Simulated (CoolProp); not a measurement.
Vapour-liquid equilibrium of C3F8 (R218) (1) + c-C4F8 (RC318) (2) at 287.7 K; x and y are mole fractions of (1).

Computed with CoolProp (multi-fluid Helmholtz-energy mixture model, Lemmon 2006 and Platzer 1990; pair parameters Bell 2016). This equation is an older, rougher fit; its heat capacities, sound speeds and derivatives of the liquid may be far off and weren't checked against measurements.

Q: Give the bubble pressure and the first vapour's composition at x = 0.05, 0.575, 0.875. Is there an azeotrope?

A: x = 0.05: 2.265 bar, y = 0.074; x = 0.575: 4.078 bar, y = 0.791; x = 0.875: 5.745 bar, y = 0.959. No azeotrope shows between x = 0.05 and 0.95.

Pair parameters are fitted to limited data, so mixtures are less certain than the pure fluids.
